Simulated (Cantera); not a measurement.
A closed system holds: 1 mol H2S, 2.6 mol H2O, 0.27 mol H2, at 0.00133 bar.

These are equilibrium values from Cantera (NASA tables, ideal gas, pure condensed phases), not measurements of a reactor. Candidate condensed phases: H2O, H2SO4, S; 19 gas species. The numbers say what is thermodynamically allowed, not how fast it happens.

Problem. At 2123 K, list the 4 most abundant gas species with their mole fractions, and the condensed phases.

Solution. H2 0.447, H2O 0.292, SO2 0.0765, SO 0.0716. Condensed: gas only.
